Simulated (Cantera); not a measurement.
Input: 1 mol AlN, 16 mol HCl, 0.55 mol N2, at 1873.15 K.

These are equilibrium values from Cantera (NASA tables, ideal gas, pure condensed phases), not measurements of a reactor. Candidate condensed phases: Al, AlCl3, AlN, NH4Cl; 20 gas species. The tables' values for AlCl2 are old estimates; treat these amounts as uncertain. Kinetics and transport are ignored.

x: gas mole fraction; nothing condenses.

```
P (Pa)  x HCl     x Cl    x H2       x H    x N2   x AlCl3   x AlCl  x AlCl2
------  -----  -------  ------  --------  ------  --------  -------  -------
1       0.493    0.232   0.108    0.0671  0.0509  0.000141   0.0467  0.00160
5.20    0.633    0.144  0.0888    0.0267  0.0550   0.00144   0.0458  0.00507
27      0.722   0.0782  0.0757    0.0108  0.0580   0.00883   0.0354   0.0110
140     0.764   0.0360  0.0771   0.00480  0.0606    0.0259   0.0182   0.0136
720     0.777   0.0154  0.0842   0.00221  0.0622    0.0429  0.00619   0.0102
3700    0.781        …  0.0884         …  0.0629         …        …  0.00563
19000   0.783        …  0.0899         …  0.0632    0.0572        …  0.00271
100000  0.784  0.00128  0.0904  0.000194  0.0634    0.0591  6.46e-5  0.00122
```

What belongs in the gaps?


- 19000, x Cl: 0.00293
- 19000, x H: 0.000444
- 19000, x AlCl: 0.000329
- 3700, x Cl: 0.00668
- 3700, x H: 0.000999
- 3700, x AlCl3: 0.0528
- 3700, x AlCl: 0.00154
